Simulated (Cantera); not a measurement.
An adiabatic, constant-volume homogeneous reactor starts with 2.22 % C₃H₈, 20.6 % O₂, 77.2 % N₂, at 1048 K and 2400 Torr.

Cantera simulation using GRI-Mech 3.0 (53 species, 325 reactions); the numbers are that mechanism's predictions, not measurements. GRI-Mech 3.0 was tuned for natural gas; its chemistry of propane as a main component is partial and can be far from experiment.

One state of this run: T (K) = 1050; P (bar) = 3.21; x C₃H₈ = 0.0210; x O₂ = 0.205; x OH = 6.92e-9; x CH₂ = <1e-12; x NO = <1e-12; x CO₂ = 3.23e-7. x: mole fraction; the columns are a selection and need not sum to one.

Which value of t (s) does it belong to?
A) 0.00122
B) 0.000368
C) 0.150
D) 0.0451

D, 0.0451
